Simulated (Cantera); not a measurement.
**Al(CH₃)₃ + N₂O + H₂ (aluminium nitride and oxide growth)**

Feed: 1 mol Al(CH₃)₃, 2.9 mol N₂O, 29 mol H₂, at 1802 °C.

Method: chemical equilibrium by Gibbs-energy minimisation in Cantera with the NASA 1993 tables (ideal gas, pure condensed phases). Candidate condensed phases: Al, AlN, Al₂O₃, C, C₆H₆, C₇H₈, C₈H₁₈, H₂O; 148 gas species. The feed counts by its element totals alone. Rates play no part.

| P (Pa) | log p H₂ | log p H | log p CO | log p N₂ | log p Al | log p HCN | log p AlH | log p Al₂O | n AlN(s) |
|---|---|---|---|---|---|---|---|---|---|
| 10 | -4.20 | -4.67 | -5.19 | -5.20 | -5.65 | -6.75 | -8.38 | -12.65 | 0 |
| 37 | -3.57 | -4.36 | -4.60 | -4.61 | -5.07 | -6.16 | -7.47 | -10.87 | 0 |
| 140 | -2.97 | -4.06 | -4.01 | -4.02 | -4.48 | -5.57 | -6.58 | -9.09 | 0 |
| 520 | -2.38 | -3.77 | -3.43 | -3.44 | -3.90 | -4.99 | -5.72 | -7.37 | 0 |
| 1900 | -1.81 | -3.48 | -2.87 | -2.87 | -3.35 | -4.41 | -4.87 | -5.70 | 0 |
| 7200 | -1.22 | -3.19 | -2.29 | -2.31 | -2.94 | -3.76 | -4.17 | -4.37 | 0.272 |
| 27000 | -0.64 | -2.89 | -1.70 | -1.78 | -3.20 | -3.24 | -4.15 | -4.28 | 0.884 |
| 100000 | -0.07 | -2.61 | -1.13 | -1.22 | -3.49 | -2.70 | -4.14 | -4.24 | 0.980 |
log p: log10 of the partial pressure in bar; n: condensed amount in mol.

From 10.0 Pa to 1900 Pa nothing is condensed. From 7200 Pa to 100000 Pa the condensed part is AlN(s). The main Al-bearing gas is Al throughout.
